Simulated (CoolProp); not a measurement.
The fluid at 396.41 K and 1.45 MPa (stagnation) flows isentropically through a choked orifice. The same conditions are run with several fluids, on thermodynamics alone (safety and materials aside).

The numbers come from the reference Helmholtz-energy equation of state of each fluid (chlorine: Thol 2021; C3F8 (R218): Lemmon 2006; ethane: Bücker 2006; R143a: Lemmon and Jacobsen 2000; carbon dioxide: Span 1996) in CoolProp.

Q: Rank chlorine, C3F8 (R218), ethane, R143a, carbon dioxide by throat to inlet pressure ratio, highest first.

A: C3F8 (R218) (0.609), R143a (0.593), ethane (0.576), carbon dioxide (0.552), chlorine (0.545)

```tsv
fluid	mass flux (kg/(m² s))	throat temperature (K)
chlorine	4670	341.6
C3F8 (R218)	7000	384.7
ethane	2850	367.0
R143a	4750	375.6
carbon dioxide	3540	349.5
```
